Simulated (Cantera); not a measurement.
A freely propagating, adiabatic, planar premixed flame of H2 : O2 : N2 = 1 : 0.333 : 0.933 (molar parts), equivalence ratio 1.5, unburnt at 573 K and 128 Torr; mixture-averaged transport, grid criteria slope 0.08 and curve 0.16, no radiation.

Computed with Cantera and the H2/O2 subset of GRI-Mech 3.0, which has no nitrogen chemistry. Burning velocities carry a grid error of a few per cent, more on coarse grids.

x: mole fraction of selected species; z is measured from the peak of heat release.

```json
[
 {"z (mm)": "-12.1", "T (K)": "573", "u (m/s)": "7.77", "x H2": "0.441", "x O2": "0.147", "x OH": "<1e-8", "x H2O": "<1e-8", "x H2O2": "<1e-8", "x HO2": "<1e-8"},
 {"z (mm)": "-8.09", "T (K)": "573", "u (m/s)": "7.77", "x H2": "0.441", "x O2": "0.147", "x OH": "<1e-8", "x H2O": "<1e-8", "x H2O2": "<1e-8", "x HO2": "<1e-8"},
 {"z (mm)": "-6.07", "T (K)": "573", "u (m/s)": "7.77", "x H2": "0.441", "x O2": "0.147", "x OH": "<1e-8", "x H2O": "<1e-8", "x H2O2": "<1e-8", "x HO2": "<1e-8"},
 {"z (mm)": "-4.05", "T (K)": "573", "u (m/s)": "7.77", "x H2": "0.441", "x O2": "0.147", "x OH": "<1e-8", "x H2O": "1.41e-8", "x H2O2": "<1e-8", "x HO2": "?"},
 {"z (mm)": "-2.02", "T (K)": "581", "u (m/s)": "7.87", "x H2": "0.440", "x O2": "0.147", "x OH": "3.26e-5", "x H2O": "0.000447", "x H2O2": "5.81e-7", "x HO2": "?"},
 {"z (mm)": "-1.01", "T (K)": "718", "u (m/s)": "9.61", "x H2": "0.415", "x O2": "0.143", "x OH": "0.000386", "x H2O": "0.0120", "x H2O2": "1.17e-6", "x HO2": "?"},
 {"z (mm)": "0", "T (K)": "1144", "u (m/s)": "14.9", "x H2": "0.248", "x O2": "0.0874", "x OH": "0.00357", "x H2O": "0.128", "x H2O2": "6.90e-7", "x HO2": "?"},
 {"z (mm)": "1.01", "T (K)": "1430", "u (m/s)": "18.4", "x H2": "0.126", "x O2": "0.0182", "x OH": "0.00826", "x H2O": "0.257", "x H2O2": "6.70e-7", "x HO2": "?"},
 {"z (mm)": "2.02", "T (K)": "1544", "u (m/s)": "19.7", "x H2": "0.121", "x O2": "0.0110", "x OH": "0.0104", "x H2O": "0.271", "x H2O2": "5.36e-7", "x HO2": "?"},
 {"z (mm)": "4.05", "T (K)": "1676", "u (m/s)": "21.1", "x H2": "0.128", "x O2": "0.00943", "x OH": "0.0127", "x H2O": "0.275", "x H2O2": "3.53e-7", "x HO2": "?"},
 {"z (mm)": "8.09", "T (K)": "1831", "u (m/s)": "22.8", "x H2": "0.137", "x O2": "0.00781", "x OH": "0.0150", "x H2O": "0.281", "x H2O2": "1.94e-7", "x HO2": "?"},
 {"z (mm)": "16.2", "T (K)": "1998", "u (m/s)": "24.6", "x H2": "0.145", "x O2": "0.00601", "x OH": "0.0165", "x H2O": "0.289", "x H2O2": "1.01e-7", "x HO2": "?"},
 {"z (mm)": "32.4", "T (K)": "2161", "u (m/s)": "26.2", "x H2": "0.151", "x O2": "0.00425", "x OH": "0.0168", "x H2O": "0.299", "x H2O2": "5.67e-8", "x HO2": "?"}
]
```

What belongs in the gaps?


- -4.05, x HO2: 3.58e-7
- -2.02, x HO2: 7.10e-5
- -1.01, x HO2: 4.73e-5
- 0, x HO2: 1.82e-5
- 1.01, x HO2: 3.70e-6
- 2.02, x HO2: 2.01e-6
- 4.05, x HO2: 1.50e-6
- 8.09, x HO2: 1.09e-6
- 16.2, x HO2: 7.70e-7
- 32.4, x HO2: 5.61e-7
